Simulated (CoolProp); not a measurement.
The fluid at 293.15 K and 0.00425 MPa flows at 2 m/s in a round tube of 6 mm bore and 15 µm roughness, fully developed (64/Re and Nu = 3.66 if laminar; Colebrook and Gnielinski if turbulent). The same conditions are run with several fluids, on thermodynamics alone (safety and materials aside).

Values from CoolProp's reference Helmholtz-energy equation of state of each fluid (methanol: de Reuck 1993; benzene: Thol 2012; R13: Platzer 1990; R410A: Lemmon 2003; oxygen: Schmidt 1985). The equations of Platzer and Polt are older, rougher fits. Blends and air are pseudo-pure fits.

| fluid | Reynolds number | Darcy friction factor | pressure drop (Pa/m) | heat-transfer coefficient (W/(m² K)) | mass flow (kg/h) |
|---|---|---|---|---|---|
| methanol | 70.9 | 0.902 | [?] | 8.95 | 0.0114 |
| benzene | 220 | 0.291 | [?] | 6.20 | 0.0278 |
| R13 | 155 | 0.413 | 25.1 | 7.31 | 0.0371 |
| R410A | 120 | [?] | 22.4 | 7.84 | 0.0258 |
| oxygen | [?] | 1.94 | 36.0 | 15.8 | 0.0114 |

Problem. Complete the blanks.

Solution. 
- methanol, pressure drop (Pa/m): 16.9
- benzene, pressure drop (Pa/m): 13.2
- R410A, Darcy friction factor: 0.532
- oxygen, Reynolds number: 33.1

Transport values come from each fluid's own correlations; those of R13 are estimates that may be off by 10 % or more.
